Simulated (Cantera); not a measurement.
A closed system holds: 1 mol Cu2O, 0.61 mol C, 13 mol N2, 2.9 mol CH4, at 320000 Pa.

Method: chemical equilibrium by Gibbs-energy minimisation in Cantera with the NASA 1993 tables (ideal gas, pure condensed phases). Candidate condensed phases: C, C6H6, C7H8, C8H18, Cu, CuO, Cu(OH)2, Cu2O, H2O; 139 gas species. The numbers say what is thermodynamically allowed, not how fast it happens.

x: gas mole fraction; n: condensed amount in mol.

| T (K) | x N2 | x H2 | x CO | x HCN | x Cu | x CH4 | n C(graphite) | n Cu(l) |
|---|---|---|---|---|---|---|---|---|
| 1448 | 0.657 | 0.291 | 0.0504 | 0.000316 | [?] | 0.000905 | 2.49 | 2.00 |
| 1498 | 0.657 | 0.291 | 0.0505 | 0.000456 | [?] | 0.000705 | 2.49 | 2.00 |
| 1548 | 0.657 | 0.292 | 0.0505 | 0.000642 | [?] | 0.000558 | 2.49 | 2.00 |
| 1598 | 0.656 | 0.292 | 0.0505 | 0.000885 | [?] | 0.000448 | 2.48 | 2.00 |
| 1648 | 0.656 | 0.292 | 0.0505 | 0.00119 | [?] | 0.000365 | 2.48 | 2.00 |
| 1698 | 0.656 | 0.291 | 0.0505 | 0.00158 | [?] | 0.000300 | 2.47 | 2.00 |
| 1748 | 0.656 | 0.291 | 0.0505 | 0.00207 | [?] | 0.000250 | 2.46 | 2.00 |
| 1798 | 0.655 | 0.291 | 0.0505 | 0.00265 | [?] | 0.000210 | 2.45 | 2.00 |
| 1848 | 0.655 | 0.291 | 0.0505 | 0.00336 | [?] | 0.000178 | 2.43 | 1.99 |
| 1898 | 0.654 | 0.290 | 0.0505 | 0.00421 | [?] | 0.000152 | 2.42 | 1.99 |
| 1948 | 0.653 | 0.289 | 0.0505 | 0.00520 | [?] | 0.000131 | 2.39 | 1.98 |
| 1998 | 0.652 | 0.288 | 0.0504 | 0.00635 | [?] | 0.000114 | 2.37 | 1.97 |

### Question
What belongs in the gaps?

### Answer

- 1448, x Cu: 1.04e-6
- 1498, x Cu: 2.48e-6
- 1548, x Cu: 5.62e-6
- 1598, x Cu: 1.21e-5
- 1648, x Cu: 2.47e-5
- 1698, x Cu: 4.84e-5
- 1748, x Cu: 9.11e-5
- 1798, x Cu: 0.000165
- 1848, x Cu: 0.000290
- 1898, x Cu: 0.000495
- 1948, x Cu: 0.000819
- 1998, x Cu: 0.00132
